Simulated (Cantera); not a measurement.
# Thermodynamics of silicon carbide growth, feed SiH₄ + H₂ + C₂H₂

Feed: 1 mol SiH₄, 120 mol H₂, 0.063 mol C₂H₂, at 13.3 mbar.

These are equilibrium values from Cantera (NASA tables, ideal gas, pure condensed phases), not measurements of a reactor. Candidate condensed phases: C, C₆H₆, C₇H₈, C₈H₁₈, Si, SiC; 87 gas species. Gases not in the tables: Si₂H₆ and higher silanes. Equilibrium is a limit: real reactors are often held back by kinetics, nucleation or transport.

```csv
T (°C),log p H₂,log p H,log p Si,log p C₂H₂ (acetylene),log p SiH,n SiC(s)
1850,-1.89,-3.39,-4.08,-6.21,-5.31,0.0760
1900,-1.90,-3.26,-4.06,-5.55,-5.33,0.0138
1950,-1.90,-3.14,-4.04,-5.41,-5.36,0
2000,-1.91,-3.03,-4.03,-5.36,-5.40,0
2050,-1.92,-2.92,-4.02,-5.33,-5.43,0
2100,-1.93,-2.82,-4.02,-5.31,-5.48,0
2150,-1.95,-2.72,-4.02,-5.31,-5.52,0
2200,-1.96,-2.63,-4.03,-5.31,-5.57,0
2250,-1.98,-2.55,-4.03,-5.31,-5.62,0
```
log p: log10 of the partial pressure in bar; n: condensed amount in mol.

From 1850 °C to 1900 °C the condensed part is SiC(s). From 1950 °C to 2250 °C nothing is condensed. The main Si-bearing gas is Si throughout.
